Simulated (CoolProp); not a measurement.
A Linde-Hampson liquefier for ethane: isothermal reversible compression at 320 K from 1 atm to 25 MPa, throttling to 1 atm, return gas leaving the recuperator 5 K below the feed. Each further row changes one setting.

Computed with CoolProp (reference Helmholtz-energy equation of state, Bücker 2006).

```tsv
case	liquid yield per pass	compression work (kJ/kg of gas)
as stated	0.460	378
high pressure 50 MPa	(withheld)	(withheld)
warm-end temperature 350 K	(withheld)	(withheld)
warm-end gap 10 K	(withheld)	378
```

Task: Complete the blanks.

Result: 
- high pressure 50 MPa, liquid yield per pass: 0.444
- high pressure 50 MPa, compression work (kJ/kg of gas): 436
- warm-end temperature 350 K, liquid yield per pass: 0.382
- warm-end temperature 350 K, compression work (kJ/kg of gas): 443
- warm-end gap 10 K, liquid yield per pass: 0.453
